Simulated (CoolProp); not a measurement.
Model: reference Helmholtz-energy equation of state, Lemmon 2006, in CoolProp. It is a short technical equation, of lower accuracy than the large ones.

**Question.** Give the vapour pressure (MPa), liquid density (kg/m³), enthalpy of vaporisation (kJ/kg), liquid cp (kJ/(kg K)) of saturated C3F8 (R218) at 273.1, 285.4, 334.7 K.

**Answer.** 
```tsv
T (K)	p (MPa)	liquid density (kg/m³)	enthalpy of vaporisation (kJ/kg)	liquid cp (kJ/(kg K))
273.1	0.414	1450	89.8	1.07
285.4	0.606	1390	83.5	1.12
334.7	2.10	1020	41.2	1.87
```
